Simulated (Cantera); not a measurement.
Mixture: 30.2 % H2, 11.2 % O2, 58.6 % N2, equivalence ratio 1.4, at 26.0 bar, adiabatic and at constant volume. Ignition delay is the time to a rise of 400 K.

Computed with Cantera and the H2/O2 subset of GRI-Mech 3.0, which has no nitrogen chemistry. The hydrogen kinetics of GRI-Mech 3.0 are dated; newer H2 mechanisms differ, most at raised pressure. The pressure lies above the range GRI-Mech 3.0 was tuned for (to about 10 atm).

Task: At T0 = 1275 K, what is the delay, and which 8 reactions control it most (d ln τ / d ln k, from doubling and halving each rate constant)?

Result: The delay is 29.7 µs.
```json
[
 {"reaction": "H + O2 <=> O + OH", "d ln τ / d ln k": "-1.71", "faster rate": "shortens it"},
 {"reaction": "H + O2 + N2 <=> HO2 + N2", "d ln τ / d ln k": "0.58", "faster rate": "lengthens it"},
 {"reaction": "H + O2 + M <=> HO2 + M", "d ln τ / d ln k": "0.48", "faster rate": "lengthens it"},
 {"reaction": "H + H2O2 <=> H2 + HO2", "d ln τ / d ln k": "-0.45", "faster rate": "shortens it"},
 {"reaction": "2 OH (+M) <=> H2O2 (+M)", "d ln τ / d ln k": "-0.34", "faster rate": "shortens it"},
 {"reaction": "H + HO2 <=> 2 OH", "d ln τ / d ln k": "-0.19", "faster rate": "shortens it"},
 {"reaction": "H + O2 + O2 <=> HO2 + O2", "d ln τ / d ln k": "0.09", "faster rate": "lengthens it"},
 {"reaction": "H2 + OH <=> H + H2O", "d ln τ / d ln k": "-0.05", "faster rate": "shortens it"}
]
```
